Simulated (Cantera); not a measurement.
Feed: 1 mol Si, 0.067 mol N2O, 3.8 mol N2, 0.00016 mol Cl2, at 1.00 bar.

These are equilibrium values from Cantera (NASA tables, ideal gas, pure condensed phases), not measurements of a reactor. Candidate condensed phases: Si, SiO2, Si2N2O, Si3N4; 23 gas species. Mutual solubility and eutectic melting of coexisting phases are not modelled. Rates play no part.

**Question.** Which condensed phases are stable at each of these points (T (°C)): 1075, 1175, 1275, 1375, 1475, 1575, 1675, 1775, 1875?

**Answer.** 
```csv
T (°C),condensed phases,Si condensed (%)
1075,Si2N2O(s) + Si3N4(s),100.0
1175,Si2N2O(s) + Si3N4(s),100.0
1275,Si2N2O(s) + Si3N4(s),100.0
1375,Si2N2O(s) + Si3N4(s),100.0
1475,Si2N2O(s) + Si3N4(s),100.0
1575,Si2N2O(s) + Si3N4(s),99.9
1675,Si2N2O(s) + Si3N4(s),99.6
1775,Si2N2O(s) + Si3N4(s),97.8
1875,Si(l),93.1
```

From 1075 °C to 1775 °C the condensed part is Si2N2O(s) + Si3N4(s). At 1875 °C the condensed part is Si(l).
